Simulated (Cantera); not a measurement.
Feed: 1 mol Si3N4, 1.1 mol N2O, 35 mol H2, at 1.00 bar.

Equilibrium computed with Cantera from the NASA thermochemical tables; the gas is ideal and each condensed phase is pure. Candidate condensed phases: H2O, Si, SiO2, Si2N2O, Si3N4; 35 gas species. Mutual solubility and eutectic melting of coexisting phases are not modelled. Gases not in the tables: Si2H6 and higher silanes. The numbers say what is thermodynamically allowed, not how fast it happens.

Q: Which condensed phases are stable at each of these points (T (K)): 1148, 1223, 1298, 1373, 1448, 1523, 1598, 1673, 1748, 1823, 1898, 1973, 2048, 2123?

A: 
```csv
T (K),condensed phases,Si condensed (%)
1148,Si2N2O(s) + Si3N4(s),100.0
1223,Si2N2O(s) + Si3N4(s),100.0
1298,Si2N2O(s) + Si3N4(s),100.0
1373,Si2N2O(s) + Si3N4(s),100.0
1448,Si2N2O(s) + Si3N4(s),100.0
1523,Si2N2O(s) + Si3N4(s),100.0
1598,Si2N2O(s) + Si3N4(s),100.0
1673,Si2N2O(s) + Si3N4(s),100.0
1748,Si2N2O(s) + Si3N4(s),99.9
1823,Si2N2O(s) + Si3N4(s),99.6
1898,Si2N2O(s) + Si3N4(s),98.2
1973,Si(l) + Si2N2O(s),90.5
2048,Si(l),63.0
2123,Si(l),62.7
```

From 1148 K to 1898 K the condensed part is Si2N2O(s) + Si3N4(s). At 1973 K the condensed part is Si(l) + Si2N2O(s). From 2048 K to 2123 K the condensed part is Si(l).
